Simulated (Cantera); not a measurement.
A Cantera script and its output.

```python
import numpy as np
import cantera as ct

gas = ct.Solution("gri30.yaml")


def delay(T, t_max=10):
    gas.TPX = T, 500000, {'CO': 1, 'H2': 0.33, 'CH4': 0.22, 'O2': 0.921, 'N2': 4.05}
    reactor = ct.IdealGasReactor(gas, clone=False)
    net = ct.ReactorNet([reactor])
    net.rtol, net.atol = 1e-8, 1e-16
    while net.time < t_max:
        t_old, T_old = net.time, reactor.T
        net.step()
        if reactor.T > T + 400:  # ignition: a rise of 400 K
            return t_old + (T + 400 - T_old) / (reactor.T - T_old) * (net.time - t_old)
    return np.nan


taus = []
for T in [1248, 1323, 1398, 1473, 1548]:
    taus.append(delay(T))
    print(f"T0 = {T:6g} K   tau = {taus[-1]:.4e} s")

# d ln(tau) / d ln(k), from doubling and halving each rate constant
T, sens = 1323, []
for i in range(gas.n_reactions):
    gas.set_multiplier(2.0, i)
    up = delay(T)
    gas.set_multiplier(0.5, i)
    down = delay(T)
    gas.set_multiplier(1.0, i)
    sens.append((np.log(up / down) / np.log(4.0), gas.reaction(i).equation))
sens.sort(key=lambda x: -abs(x[0]))
print(f"sensitivities at {T} K")
for s, eq in sens[:10]:
    print(f"{s:8.3f}  {eq}")
```

It prints:

```
T0 =   1248 K   tau = 9.9142e-05 s
T0 =   1323 K   tau = 5.5590e-05 s
T0 =   1398 K   tau = 3.3794e-05 s
T0 =   1473 K   tau = 2.1878e-05 s
T0 =   1548 K   tau = 1.4948e-05 s
sensitivities at 1323 K
  -1.457  H + O2 <=> O + OH
   0.442  CH4 + OH <=> CH3 + H2O
   0.348  CH4 + H <=> CH3 + H2
  -0.342  H2 + OH <=> H + H2O
  -0.301  CH3 + HO2 <=> CH3O + OH
   0.293  CH3 + H (+M) <=> CH4 (+M)
  -0.233  H2 + O <=> H + OH
  -0.134  CO + OH <=> CO2 + H
   0.113  2 CH3 (+M) <=> C2H6 (+M)
   0.102  CH4 + O <=> CH3 + OH
```

Detailed kinetics in Cantera: GRI-Mech 3.0 (53 species, 325 reactions).
